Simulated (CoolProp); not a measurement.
Vapour-liquid equilibrium of acetone (1) + toluene (2) at 389.2 K; x and y are mole fractions of (1).

Model: multi-fluid Helmholtz-energy mixture model, Lemmon 2006 and Lemmon 2006; pair parameters Bell 2016, in CoolProp.

Task: Give the bubble pressure and the first vapour's composition at x = 0.25, 0.45, 0.85. Is there an azeotrope?

Result: x = 0.25: 2.586 bar, y = 0.624; x = 0.45: 3.419 bar, y = 0.769; x = 0.85: 4.923 bar, y = 0.943. No azeotrope shows between x = 0.05 and 0.95.

Pair parameters are fitted to limited data, so mixtures are less certain than the pure fluids.
